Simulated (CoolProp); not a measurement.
Aqueous lithium chloride as a coolant, 15 % by mass, freezing at -23.9 °C, 1 atm.

Values from CoolProp's Melinder's fits for secondary coolants.

```
T (°C)  density (kg/m³)  cp (kJ/(kg K))  conductivity (W/(m K))  viscosity (mPa s)
------  ---------------  --------------  ----------------------  -----------------
-19.1              1092           3.290                   0.506               6.04
-10.7              1091           3.324                   0.518               4.23
-2.4               1090           3.357                   0.530               3.14
5.9                1088           3.391                   0.542               2.44
14.2               1087           3.424                   0.554               1.96
22.5               1084           3.458                   0.566               1.62
30.9               1082           3.492                   0.578               1.36
```
